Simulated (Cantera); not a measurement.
Equilibrium for silicates and aluminates: SiO2 + Al2O3 + O2

Charge: 1 mol SiO2, 2.7 mol Al2O3, 7.4 mol O2, held at 1373 K and 0.0150 bar.

Method: chemical equilibrium by Gibbs-energy minimisation in Cantera with the NASA 1993 tables (ideal gas, pure condensed phases). Candidate condensed phases: Al, Al2O3, Al2SiO5, Al6Si2O13, Si, SiO2; 14 gas species. Mutual solubility and eutectic melting of coexisting phases are not modelled. Condensed phases not in the tables: alloys, solid solutions and most ternary compounds. The numbers say what is thermodynamically allowed, not how fast it happens.

The x(O2) is 1.000. The x(O) is 5.03e-6. The n(Al2O3(s)) is 1.20 mol, the n(Al6Si2O13(mullite)) is 0.500 mol and the gas amount is 7.400 mol. The log10 activity of Al(l) (absent) comes out as -22.18. The log10 activity of Si(s) (absent) is -23.83.
